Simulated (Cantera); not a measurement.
## CH2F2 + H2 + F2 (fluorocarbon and chlorocarbon gases)

Input: 1 mol CH2F2, 5.2 mol H2, 0.13 mol F2, equilibrated at 1330 Pa.

Cantera equilibrium calculation (NASA polynomials, part measured and part estimated; ideal gas, pure solids and liquids). Candidate condensed phases: C, C6H6, C7H8, C8H18; 95 gas species. The numbers say what is thermodynamically allowed, not how fast it happens.

From 1923 K to 2373 K the condensed part is C(graphite). The main C-bearing gas is C2H2 (acetylene) throughout. The share of C in condensed phases is highest at 1923 K (99.5 %) and lowest at 2373 K (94.1 %).

```json
[
 {"T (K)": "1923", "x H2": "0.686", "x HF": "0.307", "x H": "0.00676", "x C2H2 (acetylene)": "0.000309", "x F": "8.99e-7", "x C2H": "4.35e-8", "x C4H2": "5.58e-8", "x C3": "2.89e-10", "n C(graphite)": "0.995"},
 {"T (K)": "1973", "x H2": "0.683", "x HF": "0.307", "x H": "0.00966", "x C2H2 (acetylene)": "0.000438", "x F": "1.60e-6", "x C2H": "1.06e-7", "x C4H2": "1.12e-7", "x C3": "1.06e-9", "n C(graphite)": "0.994"},
 {"T (K)": "2023", "x H2": "0.680", "x HF": "0.306", "x H": "0.0136", "x C2H2 (acetylene)": "0.000607", "x F": "2.76e-6", "x C2H": "2.45e-7", "x C4H2": "2.18e-7", "x C3": "3.64e-9", "n C(graphite)": "0.991"},
 {"T (K)": "2073", "x H2": "0.675", "x HF": "0.305", "x H": "0.0187", "x C2H2 (acetylene)": "0.000827", "x F": "4.63e-6", "x C2H": "5.45e-7", "x C4H2": "4.10e-7", "x C3": "1.18e-8", "n C(graphite)": "0.988"},
 {"T (K)": "2123", "x H2": "0.669", "x HF": "0.304", "x H": "0.0254", "x C2H2 (acetylene)": "0.00111", "x F": "7.61e-6", "x C2H": "1.17e-6", "x C4H2": "7.44e-7", "x C3": "3.59e-8", "n C(graphite)": "0.983"},
 {"T (K)": "2173", "x H2": "0.661", "x HF": "0.303", "x H": "0.0340", "x C2H2 (acetylene)": "0.00146", "x F": "1.22e-5", "x C2H": "2.41e-6", "x C4H2": "1.31e-6", "x C3": "1.04e-7", "n C(graphite)": "0.978"},
 {"T (K)": "2223", "x H2": "0.652", "x HF": "0.301", "x H": "0.0448", "x C2H2 (acetylene)": "0.00189", "x F": "1.92e-5", "x C2H": "4.80e-6", "x C4H2": "2.24e-6", "x C3": "2.87e-7", "n C(graphite)": "0.971"},
 {"T (K)": "2273", "x H2": "0.640", "x HF": "0.299", "x H": "0.0582", "x C2H2 (acetylene)": "0.00241", "x F": "2.97e-5", "x C2H": "9.25e-6", "x C4H2": "3.72e-6", "x C3": "7.57e-7", "n C(graphite)": "0.963"},
 {"T (K)": "2323", "x H2": "0.626", "x HF": "0.297", "x H": "0.0746", "x C2H2 (acetylene)": "0.00303", "x F": "4.50e-5", "x C2H": "1.73e-5", "x C4H2": "6.01e-6", "x C3": "1.91e-6", "n C(graphite)": "0.953"},
 {"T (K)": "2373", "x H2": "0.608", "x HF": "0.294", "x H": "0.0943", "x C2H2 (acetylene)": "0.00374", "x F": "6.72e-5", "x C2H": "3.13e-5", "x C4H2": "9.46e-6", "x C3": "4.63e-6", "n C(graphite)": "0.941"}
]
```
x: gas mole fraction; n: condensed amount in mol.
